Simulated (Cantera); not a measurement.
Cantera run:

```python
import numpy as np
import cantera as ct

gas_names = """
    AL ALBr ALBr3 ALH ALN ALO ALOH ALO2 ALO2H AL2 AL2Br6 AL2O AL2O2 Br Br2 H HALO HBr HNO HNO2 HNO3 HO2
    H2 H2O H2O2 N NH NH2 NH3 NH2OH NO NO2 NO3 N2 N2H2 N2H4 N2O O OH O2 O3
""".split()
cond_names = """
    AL(cr) AL(L) ALBr3(s) ALBr3(L) ALN(s) AL2O3(a) AL2O3(L) Br2(cr) Br2(L) H2O(s) H2O(L)
""".split()


# ... load() reads the species with a 1 bar reference pressure and builds the phases ...
atoms = {
    'AlBr3': {'AL': 1, 'Br': 3},
    'H2O': {'H': 2, 'O': 1},
    'N2': {'N': 2},
}
top_T = {'ALN(s)': 2750}  # K; cautious upper limits of use, not melting points


# ... equilibrate(T, P, feed) seeds the gas with the atoms and calls Mixture.equilibrate('TP', solver="vcs", rtol=1e-11, max_steps=5000) ...
results = []
feed = {'AlBr3': 1, 'H2O': 0.97, 'N2': 23}  # mol
P = 17000  # Pa
for T in [750, 850, 950, 1050, 1150, 1250, 1350, 1450, 1550, 1650, 1750, 1850]:
    mix = equilibrate(T, P, feed)
    results.append((T, P, feed, dict(zip(mix.species_names, mix.species_moles))))

top = {s: max(r[3][s] / sum(r[3][g] for g in gas_names) for r in results) for s in gas_names}
cols = sorted((s for s in top if top[s] > 0.0001), key=lambda s: -top[s])[:7]
seen = [c for c in cond_names if any(r[3].get(c, 0) > 1e-12 for r in results)]
print("log10 of partial pressures in bar; condensed amounts in mol")
print(f"{'T/K':>10s}" + "".join(f"{s[:9]:>10s}" for s in cols + seen))
for T, P, feed, n in results:
    ng = sum(n[g] for g in gas_names)
    print(f"{T:10.4g}" + "".join(f"{np.log10(max(n[s] / ng * P / 1e5, 1e-99)):10.3f}" for s in cols)
          + "".join(f"{n.get(c, 0):10.4g}" for c in seen))
```

Result:

```
log10 of partial pressures in bar; condensed amounts in mol
       T/K        N2       HBr        Br     ALBr3        H2      ALBr         H  AL2O3(a)
       750    -0.811    -1.885    -6.946    -2.630    -5.981   -21.472   -15.491    0.3233
       850    -0.811    -1.885    -5.943    -2.625    -5.510   -18.151   -13.444    0.3233
       950    -0.811    -1.885    -5.172    -2.625    -5.091   -15.492   -11.800    0.3233
      1050    -0.811    -1.886    -4.576    -2.624    -4.693   -13.287   -10.438    0.3233
      1150    -0.811    -1.888    -4.105    -2.624    -4.320   -11.422    -9.287    0.3233
      1250    -0.811    -1.892    -3.723    -2.625    -3.982    -9.830    -8.307    0.3233
      1350    -0.811    -1.899    -3.405    -2.625    -3.684    -8.458    -7.465    0.3233
      1450    -0.812    -1.912    -3.136    -2.625    -3.425    -7.265    -6.737    0.3233
      1550    -0.812    -1.931    -2.908    -2.626    -3.203    -6.214    -6.103    0.3233
      1650    -0.813    -1.958    -2.715    -2.628    -3.014    -5.279    -5.549    0.3232
      1750    -0.815    -1.994    -2.548    -2.634    -2.859    -4.445    -5.063    0.3232
      1850    -0.816    -2.035    -2.398    -2.666    -2.742    -3.730    -4.640    0.3232
```

Method: chemical equilibrium by Gibbs-energy minimisation in Cantera with the NASA 1993 tables (ideal gas, pure condensed phases).
